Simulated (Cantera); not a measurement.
Input: 1 mol SiF4, 1.2 mol O2, equilibrated at 852 °C and 10.0 mbar.

Cantera equilibrium calculation (NASA polynomials, part measured and part estimated; ideal gas, pure solids and liquids). Candidate condensed phases: Si, SiO2; 17 gas species. Equilibrium is a limit: real reactors are often held back by kinetics, nucleation or transport.

Base state: O2 0.545, SiF4 0.455 (mole fractions); condensed: gas only.

**Question.** What changes in the equilibrium state with this change: SiF4 replaced by SiH2Cl2?

**Answer.** 
| species | before | after |
|---|---|---|
| HCl | 0 | 0.825 |
| O2 | 0.545 | 0.0666 |
| H2O | 0 | 0.0531 |
| SiF4 | 0.455 | 0 |
| Cl2 | 0 | 0.0508 |
| Cl | 0 | 0.00462 |
| SiO2(β-quartz), mol | 0 | 1.00 |
Further candidate phases: H2O.

**Question.** What changes in the equilibrium state with this change: SiF4 replaced by TEOS?

**Answer.** 
```tsv
species	before	after
H2	0	0.694
CO	0	0.305
CH4	0	0.000139
O2	0.545	<1e-9
SiF4	0.455	0
H2O	0	0.000136
CO2	0	5.45e-5
C(graphite), mol	0	3.60
SiO2(β-quartz), mol	0	1.00
```
The feed counts by its element totals alone. Further candidate phases: C, C6H6, C7H8, C8H18, H2O, SiC.
